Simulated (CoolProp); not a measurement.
Vapour-liquid equilibrium of R113 (1) + benzene (2) at 294.4 K; x and y are mole fractions of (1).

Values from CoolProp's multi-fluid Helmholtz-energy mixture model, Marx 1992 and Thol 2012; pair parameters Bell 2016.

```json
[
 {"x": "0.05", "bubble pressure (bar)": "0.1404", "y at the bubble point": "0.276", "dew pressure at overall composition x (bar)": "0.1114", "liquid density (mol/L)": "11.05"},
 {"x": "0.2", "bubble pressure (bar)": "0.2106", "y at the bubble point": "0.577", "dew pressure at overall composition x (bar)": "0.1291", "liquid density (mol/L)": "10.53"},
 {"x": "0.35", "bubble pressure (bar)": "0.2553", "y at the bubble point": "0.696", "dew pressure at overall composition x (bar)": "0.1532", "liquid density (mol/L)": "10.05"},
 {"x": "0.5", "bubble pressure (bar)": "0.2892", "y at the bubble point": "0.772", "dew pressure at overall composition x (bar)": "0.1874", "liquid density (mol/L)": "9.616"},
 {"x": "0.65", "bubble pressure (bar)": "0.3191", "y at the bubble point": "0.838", "dew pressure at overall composition x (bar)": "0.2367", "liquid density (mol/L)": "9.213"},
 {"x": "0.8", "bubble pressure (bar)": "0.3478", "y at the bubble point": "0.904", "dew pressure at overall composition x (bar)": "0.3018", "liquid density (mol/L)": "8.841"},
 {"x": "0.95", "bubble pressure (bar)": "0.3764", "y at the bubble point": "0.975", "dew pressure at overall composition x (bar)": "0.3668", "liquid density (mol/L)": "8.498"}
]
```

No azeotrope shows between x = 0.05 and 0.95.

Pair parameters are fitted to limited data, so mixtures are less certain than the pure fluids.
